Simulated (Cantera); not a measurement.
Input: 1 mol Cr, 0.081 mol H₂O, 1.6 mol N₂, equilibrated at 0.00128 Torr.

These are equilibrium values from Cantera (NASA tables, ideal gas, pure condensed phases), not measurements of a reactor. Candidate condensed phases: Cr, CrN, Cr₂N, Cr₂O₃, H₂O; 29 gas species. Mutual solubility and eutectic melting of coexisting phases are not modelled. The numbers say what is thermodynamically allowed, not how fast it happens.

x: gas mole fraction; n: condensed amount in mol.

```
T (°C)   x N₂     x Cr       x H     x H₂      x O     x CrO    x CrO₂  n Cr(s)  n Cr₂O₃(s)
------  -----  -------  --------  -------  -------  --------  --------  -------  ----------
802     0.952  1.46e-6   2.47e-6   0.0482   <1e-12  3.26e-12    <1e-12    0.946      0.0270
1002    0.950  0.00138  0.000124   0.0480   <1e-12   5.40e-8  6.33e-12    0.944      0.0270
1202    0.764    0.196   0.00193   0.0377  2.38e-9   6.11e-5   2.97e-8    0.536      0.0269
1402    0.603    0.355    0.0135   0.0231  8.78e-6   0.00436   5.07e-5        0      0.0224
1602    0.583    0.339         ?        ?        ?         ?         ?        0           0
1802    0.570    0.345    0.0559        ?        ?         ?         ?        0           0
2002    0.564    0.351    0.0569  7.64e-5   0.0263   0.00180   3.49e-6        0           0
2202    0.563    0.352    0.0570  1.09e-5   0.0281  0.000257   5.80e-8        0           0
2402    0.562    0.352    0.0570  2.07e-6   0.0284   4.63e-5   1.61e-9        0           0
```

What belongs in the gaps?


- 1602, x H: 0.0425
- 1602, x H₂: 0.00716
- 1602, x O: 0.00181
- 1602, x CrO: 0.0239
- 1602, x CrO₂: 0.00109
- 1802, x H₂: 0.000749
- 1802, x O: 0.0157
- 1802, x CrO: 0.0116
- 1802, x CrO₂: 0.000187
